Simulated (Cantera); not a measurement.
What does this Cantera script print?

```python
import numpy as np
import cantera as ct

gas_names = """
    Hg N NO NO2 NO3 N2 N2O O O2 O3
""".split()
cond_names = """
    Hg(cr) Hg(L) HgO(s)
""".split()


# ... load() reads the species with a 1 bar reference pressure and builds the phases ...
atoms = {
    'HgO': {'Hg': 1, 'O': 1},
    'N2': {'N': 2},
}
top_T = {}  # K; cautious upper limits of use, not melting points


# ... equilibrate(T, P, feed) seeds the gas with the atoms and calls Mixture.equilibrate('TP', solver="vcs", rtol=1e-11, max_steps=5000) ...
results = []
T = 1300  # K
P = 33  # Pa
for m in [4.5, 5.8, 7.5, 9.7, 13, 16, 21, 27, 35, 45, 59]:
    feed = {'HgO': 1, 'N2': m}  # mol
    mix = equilibrate(T, P, feed)
    results.append((T, P, feed, dict(zip(mix.species_names, mix.species_moles))))
    x = sorted(zip(gas.X, gas.species_names), reverse=True)
    print(f"T = {T:g} K  P = {P:g} Pa  n(N2) = {m:g} mol  gas = {mix.phase_moles(0):.4g} mol")
    print("   x: " + "  ".join(f"{s} {v:.3e}" for v, s in x if v > 1e-06))
    print("   condensed (mol): " + ("  ".join(f"{mix.phase(i).name} {mix.phase_moles(i):.4g}"
          for i in range(1, mix.n_phases) if mix.phase_moles(i) > 1e-12) or "none"))
```

Result:

```
T = 1300 K  P = 33 Pa  n(N2) = 4.5 mol  gas = 6 mol
   x: N2 7.499e-01  Hg 1.667e-01  O2 8.321e-02  NO 2.431e-04  O 2.809e-06
   condensed (mol): none
T = 1300 K  P = 33 Pa  n(N2) = 5.8 mol  gas = 7.3 mol
   x: N2 7.944e-01  Hg 1.370e-01  O2 6.838e-02  NO 2.268e-04  O 2.546e-06
   condensed (mol): none
T = 1300 K  P = 33 Pa  n(N2) = 7.5 mol  gas = 9 mol
   x: N2 8.332e-01  Hg 1.111e-01  O2 5.545e-02  NO 2.092e-04  O 2.293e-06
   condensed (mol): none
T = 1300 K  P = 33 Pa  n(N2) = 9.7 mol  gas = 11.2 mol
   x: N2 8.660e-01  Hg 8.929e-02  O2 4.455e-02  NO 1.911e-04  O 2.055e-06
   condensed (mol): none
T = 1300 K  P = 33 Pa  n(N2) = 13 mol  gas = 14.5 mol
   x: N2 8.965e-01  Hg 6.897e-02  O2 3.440e-02  NO 1.709e-04  O 1.806e-06
   condensed (mol): none
T = 1300 K  P = 33 Pa  n(N2) = 16 mol  gas = 17.5 mol
   x: N2 9.142e-01  Hg 5.714e-02  O2 2.849e-02  NO 1.571e-04  O 1.644e-06
   condensed (mol): none
T = 1300 K  P = 33 Pa  n(N2) = 21 mol  gas = 22.5 mol
   x: N2 9.333e-01  Hg 4.444e-02  O2 2.215e-02  NO 1.399e-04  O 1.449e-06
   condensed (mol): none
T = 1300 K  P = 33 Pa  n(N2) = 27 mol  gas = 28.5 mol
   x: N2 9.473e-01  Hg 3.509e-02  O2 1.748e-02  NO 1.252e-04  O 1.287e-06
   condensed (mol): none
T = 1300 K  P = 33 Pa  n(N2) = 35 mol  gas = 36.5 mol
   x: N2 9.588e-01  Hg 2.740e-02  O2 1.364e-02  NO 1.113e-04  O 1.137e-06
   condensed (mol): none
T = 1300 K  P = 33 Pa  n(N2) = 45 mol  gas = 46.5 mol
   x: N2 9.677e-01  Hg 2.151e-02  O2 1.070e-02  NO 9.903e-05  O 1.007e-06
   condensed (mol): none
T = 1300 K  P = 33 Pa  n(N2) = 59 mol  gas = 60.5 mol
   x: N2 9.752e-01  Hg 1.653e-02  O2 8.220e-03  NO 8.713e-05
   condensed (mol): none
```

Cantera equilibrium calculation (NASA polynomials, part measured and part estimated; ideal gas, pure solids and liquids).
